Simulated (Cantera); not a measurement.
What does this Cantera script print?

```python
import numpy as np
import cantera as ct

gas = ct.Solution("gri30.yaml")
gas.TPX = 1098, 1500000, {'H2': 1, 'O2': 0.781, 'N2': 2.94}
reactor = ct.IdealGasReactor(gas, energy="on", clone=False)
net = ct.ReactorNet([reactor])
net.rtol, net.atol = 1e-08, 1e-16
show = ['H2', 'O2', 'HO2', 'O', 'H2O2']
times = np.geomspace(2e-06, 2, 15)

steps = ct.SolutionArray(gas, extra=["t"])
rows = []
print(f"{'t/s':>10s}{'T/K':>9s}{'P/Pa':>11s}" + "".join(f"{s:>11s}" for s in show))
for t in times:
    while net.time < t:
        t_next = net.step()
        steps.append(gas.state, t=t_next)
    rows.append([np.interp(t, steps.t, y) for y in (steps.T, steps.P, *steps(*show).X.T)])
    print(f"{t:10.3e}{rows[-1][0]:9.1f}{rows[-1][1]:11.4g}" + "".join(f"{x:11.3e}" for x in rows[-1][2:]))
rate = np.gradient(steps.T, steps.t)
print("integrator steps:", len(steps.t))
if steps.T.max() > steps.T[0] + 200:
    print(f"time of steepest temperature rise: {steps.t[rate.argmax()]:.4e} s")
gas.TPX = 1098, 1500000, {'H2': 1, 'O2': 0.781, 'N2': 2.94}
gas.equilibrate("UV")
print(f"equilibrium (UV): T = {gas.T:.1f} K  " + "  ".join(f"{s} {gas[s].X[0]:.3e}" for s in show))
```

Output:

```
       t/s      T/K       P/Pa         H2         O2        HO2          O       H2O2
 2.000e-06   1098.0    1.5e+06  2.118e-01  1.654e-01  1.995e-08  6.103e-11  1.420e-10
 5.365e-06   1098.0    1.5e+06  2.118e-01  1.654e-01  5.471e-08  6.474e-11  1.053e-09
 1.439e-05   1098.0    1.5e+06  2.118e-01  1.654e-01  1.500e-07  7.573e-11  7.581e-09
 3.861e-05   1098.0    1.5e+06  2.118e-01  1.654e-01  4.270e-07  1.133e-10  5.393e-08
 1.036e-04   1098.0    1.5e+06  2.118e-01  1.654e-01  1.463e-06  2.903e-10  4.029e-07
 2.779e-04   1098.1    1.5e+06  2.118e-01  1.654e-01  9.423e-06  2.067e-09  5.067e-06
 7.455e-04   1107.5  1.512e+06  2.109e-01  1.648e-01  8.643e-05  6.622e-08  2.156e-04
 2.000e-03   2786.8  3.427e+06  3.410e-03  5.474e-02  3.690e-05  2.072e-03  3.769e-06
 5.365e-03   2786.7  3.427e+06  3.410e-03  5.472e-02  3.688e-05  2.071e-03  3.768e-06
 1.439e-02   2786.7  3.427e+06  3.410e-03  5.472e-02  3.688e-05  2.071e-03  3.768e-06
 3.861e-02   2786.7  3.427e+06  3.410e-03  5.472e-02  3.688e-05  2.071e-03  3.768e-06
 1.036e-01   2786.7  3.427e+06  3.410e-03  5.472e-02  3.688e-05  2.071e-03  3.768e-06
 2.779e-01   2786.7  3.427e+06  3.410e-03  5.472e-02  3.688e-05  2.071e-03  3.768e-06
 7.455e-01   2786.7  3.427e+06  3.410e-03  5.472e-02  3.688e-05  2.071e-03  3.768e-06
 2.000e+00   2786.7  3.427e+06  3.410e-03  5.472e-02  3.688e-05  2.071e-03  3.768e-06
integrator steps: 1638
time of steepest temperature rise: 1.0106e-03 s
equilibrium (UV): T = 2786.7 K  H2 3.410e-03  O2 5.472e-02  HO2 3.688e-05  O 2.071e-03  H2O2 3.768e-06
```

Detailed kinetics in Cantera: GRI-Mech 3.0 (53 species, 325 reactions). The hydrogen kinetics of GRI-Mech 3.0 are dated; newer H2 mechanisms differ, most at raised pressure. The pressure lies above the range GRI-Mech 3.0 was tuned for (to about 10 atm).
